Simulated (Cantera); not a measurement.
What does this Cantera script print?

```python
import numpy as np
import cantera as ct

gas_names = """
    CL CL2 H HCL H2 N NH NH2 NH3 N2 N2H2 N2H4 Si SiCL SiCL2 SiCL3 SiCL4 SiH SiHCL3 SiH2 SiH2CL2 SiH3
    SiH3CL SiH4 SiN Si2 Si2N Si3
""".split()
cond_names = """
    NH4CL(a) NH4CL(b) Si(cr) Si(L) Si3N4(a)
""".split()


# ... load() reads the species with a 1 bar reference pressure and builds the phases ...
atoms = {
    'SiCl4': {'Si': 1, 'CL': 4},
    'N2': {'N': 2},
    'H2': {'H': 2},
}
top_T = {'Si3N4(a)': 2400}  # K; cautious upper limits of use, not melting points


# ... equilibrate(T, P, feed) seeds the gas with the atoms and calls Mixture.equilibrate('TP', solver="vcs", rtol=1e-11, max_steps=5000) ...
results = []
T = 1398  # K
P = 4100  # Pa
for m in [0.52, 1.8, 3, 4.3, 5.5, 6.8, 8, 9.3]:
    feed = {'SiCl4': 1, 'N2': m, 'H2': 34}  # mol
    mix = equilibrate(T, P, feed)
    results.append((T, P, feed, dict(zip(mix.species_names, mix.species_moles))))

top = {s: max(r[3][s] / sum(r[3][g] for g in gas_names) for r in results) for s in gas_names}
cols = sorted((s for s in top if top[s] > 0.001), key=lambda s: -top[s])[:5]
seen = [c for c in cond_names if any(r[3].get(c, 0) > 1e-12 for r in results)]
print("log10 of partial pressures in bar; condensed amounts in mol")
print(f"{'n(N2)':>10s}" + "".join(f"{s[:9]:>10s}" for s in cols + seen))
for T, P, feed, n in results:
    ng = sum(n[g] for g in gas_names)
    print(f"{feed['N2']:10.4g}" + "".join(f"{np.log10(max(n[s] / ng * P / 1e5, 1e-99)):10.3f}" for s in cols)
          + "".join(f"{n.get(c, 0):10.4g}" for c in seen))
```

Output:

```
log10 of partial pressures in bar; condensed amounts in mol
     n(N2)        H2        N2       HCL     SiCL2  Si3N4(a)
      0.52    -1.434    -4.310    -2.415    -3.561    0.2385
       1.8    -1.451    -2.892    -2.366    -4.391    0.3185
         3    -1.465    -2.599    -2.376    -4.592    0.3237
       4.3    -1.480    -2.423    -2.389    -4.720     0.326
       5.5    -1.493    -2.313    -2.401    -4.805    0.3271
       6.8    -1.507    -2.223    -2.414    -4.877    0.3279
         8    -1.519    -2.158    -2.426    -4.932    0.3284
       9.3    -1.532    -2.100    -2.438    -4.983    0.3289
```

Method: chemical equilibrium by Gibbs-energy minimisation in Cantera with the NASA 1993 tables (ideal gas, pure condensed phases). N2 is the only nitrogen source here; it is nearly inert below about 1500 K, so the nitride shown seldom forms there in practice. The tables' values for SiCl3 are old estimates; treat these amounts as uncertain.
